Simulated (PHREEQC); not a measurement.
A solution holds 23 mmol/kgw CuCl2, 3.1 mmol/kgw H2SO4 and 4.1 mmol/kgw H3BO3, at 30 °C. It is in equilibrium with CO2 at log p = 0 (atm). Otherwise closed; pH follows from the charge balance.

Computed with PHREEQC (ion-association model, phreeqc.dat).

Each row changes one thing in this solution. Precipitation was switched off in this run.

```tsv
case	pH	ionic strength (mol/kgw)	Cl- (mol/kgw)	Cu+2 (mol/kgw)	SO4-2 (mol/kgw)	CuCl+ (mol/kgw)
as made	2.31	0.0700	0.0446	0.0204	0.00151	0.00136
H3BO3 from 0.0041 to 0.00369 mol/kgw	2.31	0.0700	0.0446	0.0204	0.00151	0.00136
diluted 100-fold with water	3.80	…	0.000460	0.000220	…	…
diluted 5-fold with water	2.95	…	…	0.00434	0.000431	8.51e-5
H3BO3 from 0.0041 to 0.0082 mol/kgw	2.31	0.0700	0.0446	0.0204	0.00151	0.00136
H3BO3 from 0.0041 to 0.00082 mol/kgw	2.31	0.0700	0.0446	0.0204	0.00151	0.00136
temperature from 30 to 90 °C	2.38	0.0560	0.0375	0.0140	0.00111	0.00811
H3BO3 left out	2.31	0.0700	0.0446	0.0204	0.00151	0.00136
CuCl2 from 0.023 to 0.0345 mol/kgw	2.32	0.101	0.0662	0.0304	0.00143	0.00272
```

Task: Complete the blanks.

Result: 
- diluted 100-fold with water, ionic strength (mol/kgw): 0.000860
- diluted 100-fold with water, SO4-2 (mol/kgw): 2.95e-5
- diluted 100-fold with water, CuCl+ (mol/kgw): 3.03e-7
- diluted 5-fold with water, ionic strength (mol/kgw): 0.0148
- diluted 5-fold with water, Cl- (mol/kgw): 0.00911

Constants without temperature data keep their 25 °C values here.
